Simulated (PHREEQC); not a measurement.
Make-up at 25 °C: 0.12 mol/kgw Cu(NO3)2, 0.0011 mol/kgw HCl and 0.032 mol/kgw KCl. Closed to the air; pH follows from the charge balance.

Model: ion-association model, phreeqc.dat, run in PHREEQC.

Question: The ionic strength comes out as 0.388 mol/kgw. What activity coefficients do K+, NO3-, H+, CuCl+, Cl- get?

Answer: K+ 0.66, NO3- 0.64, H+ 0.77, CuCl+ 0.67, Cl- 0.67.

This is a speciation only: nothing precipitates in the calculation.
